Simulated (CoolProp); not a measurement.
Saturation properties of n-perfluorobutane (Tc = 386.3 K, pc = 23.22 bar, ω = 0.372).

Computed with CoolProp (reference Helmholtz-energy equation of state, Gao 2022).

```json
[
 {"T (K)": "270.3", "p (bar)": "0.9802", "enthalpy of vaporisation (kJ/kg)": "97.87", "liquid cp (kJ/(kg K))": "1.103", "vapour Z": "0.9534"},
 {"T (K)": "281.2", "p (bar)": "___", "enthalpy of vaporisation (kJ/kg)": "94.21", "liquid cp (kJ/(kg K))": "1.119", "vapour Z": "0.9363"},
 {"T (K)": "292.1", "p (bar)": "2.191", "enthalpy of vaporisation (kJ/kg)": "90.37", "liquid cp (kJ/(kg K))": "1.135", "vapour Z": "___"},
 {"T (K)": "302.9", "p (bar)": "3.104", "enthalpy of vaporisation (kJ/kg)": "86.30", "liquid cp (kJ/(kg K))": "1.154", "vapour Z": "___"},
 {"T (K)": "313.8", "p (bar)": "4.290", "enthalpy of vaporisation (kJ/kg)": "81.87", "liquid cp (kJ/(kg K))": "___", "vapour Z": "0.8613"},
 {"T (K)": "324.7", "p (bar)": "5.788", "enthalpy of vaporisation (kJ/kg)": "76.99", "liquid cp (kJ/(kg K))": "1.204", "vapour Z": "0.8264"},
 {"T (K)": "335.6", "p (bar)": "7.649", "enthalpy of vaporisation (kJ/kg)": "___", "liquid cp (kJ/(kg K))": "___", "vapour Z": "0.7852"},
 {"T (K)": "346.5", "p (bar)": "___", "enthalpy of vaporisation (kJ/kg)": "65.24", "liquid cp (kJ/(kg K))": "1.290", "vapour Z": "0.7358"}
]
```

Some entries are withheld; supply them.


- 281.2, p (bar): 1.493
- 292.1, vapour Z: 0.9156
- 302.9, vapour Z: 0.8909
- 313.8, liquid cp (kJ/(kg K)): 1.176
- 335.6, enthalpy of vaporisation (kJ/kg): 71.53
- 335.6, liquid cp (kJ/(kg K)): 1.239
- 346.5, p (bar): 9.927

It boils at 271.1 K under 1 atm.
